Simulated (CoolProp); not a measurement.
CH2F2 (R32) along the isobar 4.53 bar: Z from the reference equation and from simpler models built on Tc = 351.3 K, pc = 57.83 bar, ω = 0.277; each cubic takes its own stable root.

The numbers come from the reference Helmholtz-energy equation of state, Tillner-Roth 1997 in CoolProp.

| T (K) | phase | reference |
|---|---|---|
| 251.8 | liquid | 0.01001 |
| 276.8 | gas | 0.9230 |
| 301.7 | gas | 0.9454 |
| 326.6 | gas | 0.9595 |
| 351.5 | gas | 0.9692 |
| 376.4 | gas | 0.9760 |
| 401.3 | gas | 0.9811 |
| 426.2 | gas | 0.9849 |

Question: How far does each simpler model (Redlich-Kwong, Soave-Redlich-Kwong, Peng-Robinson) lie from the reference over these 8 states: mean and median of the absolute difference, and the worst?

Answer: 
- Redlich-Kwong: mean 1147.2 %, median 0.6 %, worst +9172.7 % at 251.8 K and 4.53 bar
- Soave-Redlich-Kwong: mean 4.1 %, median 0.5 %, worst +28.4 % at 251.8 K and 4.53 bar
- Peng-Robinson: mean 2.0 %, median 0.2 %, worst +13.4 % at 251.8 K and 4.53 bar

At some of these states Redlich-Kwong gives the other phase, because its saturation line lies elsewhere.
